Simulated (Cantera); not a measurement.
# Adiabatic ignition

An adiabatic, constant-volume homogeneous reactor starts with 18.1 % CO, 4.88 % H2, 16.2 % O2, 60.7 % N2, 0.199 % H2O, equivalence ratio 0.71, at 1500 K and 100000 Pa.

Model: GRI-Mech 3.0 (53 species, 325 reactions), integrated in Cantera.

| t (s) | T (K) | P (bar) | x CO | x H2 | x O2 | x H2O2 | x O | x HO2 | x N2O |
|---|---|---|---|---|---|---|---|---|---|
| 2.00e-6 | 1500 | 1.00 | 0.181 | 0.0488 | 0.162 | 2.25e-10 | 1.62e-7 | 9.79e-8 | <1e-12 |
| 4.69e-6 | 1500 | 1.00 | 0.181 | 0.0488 | 0.162 | 1.12e-9 | 9.82e-7 | 2.57e-7 | 1.64e-12 |
| 1.10e-5 | 1500 | 1.00 | 0.181 | 0.0486 | 0.161 | 1.45e-8 | 4.36e-5 | 3.56e-6 | 7.26e-11 |
| 2.57e-5 | 1613 | 1.07 | 0.159 | 0.00578 | 0.120 | 9.60e-7 | 0.0245 | 2.91e-5 | 9.84e-8 |
| 6.02e-5 | 2120 | 1.37 | 0.0932 | 0.00560 | 0.0813 | 1.91e-7 | 0.0363 | 1.12e-5 | 2.91e-7 |
| 0.000141 | 2555 | 1.61 | 0.0782 | 0.00403 | 0.0783 | 1.00e-7 | 0.0204 | 6.30e-6 | 5.36e-7 |
| 0.000331 | 2797 | 1.73 | 0.0634 | 0.00292 | 0.0728 | 1.78e-7 | 0.0125 | 9.43e-6 | 1.02e-6 |
| 0.000775 | 2810 | 1.74 | 0.0616 | 0.00283 | 0.0694 | 1.89e-7 | 0.0114 | 9.58e-6 | 1.12e-6 |
| 0.00181 | 2803 | 1.73 | 0.0612 | 0.00283 | 0.0663 | 1.84e-7 | 0.0108 | 9.15e-6 | 1.20e-6 |
| 0.00425 | 2800 | 1.73 | 0.0610 | 0.00282 | 0.0652 | 1.82e-7 | 0.0106 | 8.99e-6 | 1.24e-6 |
| 0.00996 | 2800 | 1.73 | 0.0610 | 0.00282 | 0.0651 | 1.82e-7 | 0.0106 | 8.99e-6 | 1.24e-6 |
| 0.0233 | 2800 | 1.73 | 0.0610 | 0.00282 | 0.0651 | 1.82e-7 | 0.0106 | 8.99e-6 | 1.24e-6 |
| 0.0547 | 2800 | 1.73 | 0.0610 | 0.00282 | 0.0651 | 1.82e-7 | 0.0106 | 8.99e-6 | 1.24e-6 |
| 0.128 | 2800 | 1.73 | 0.0610 | 0.00282 | 0.0651 | 1.82e-7 | 0.0106 | 8.99e-6 | 1.24e-6 |
| 0.300 | 2800 | 1.73 | 0.0610 | 0.00282 | 0.0651 | 1.82e-7 | 0.0106 | 8.99e-6 | 1.24e-6 |
x: mole fraction; the columns are a selection and need not sum to one.

```
Quantity                                                            Result
---------------------------------  ---------------------------------------
time of steepest temperature rise                                  24.7 µs
temperature at 0.300 s                                              2800 K
equilibrium temperature                                             2800 K
x(CO) at 0.300 s                     0.0610 (gas-phase equilibrium 0.0610)
x(H2) at 0.300 s                   0.00282 (gas-phase equilibrium 0.00282)
x(O2) at 0.300 s                     0.0651 (gas-phase equilibrium 0.0651)
```
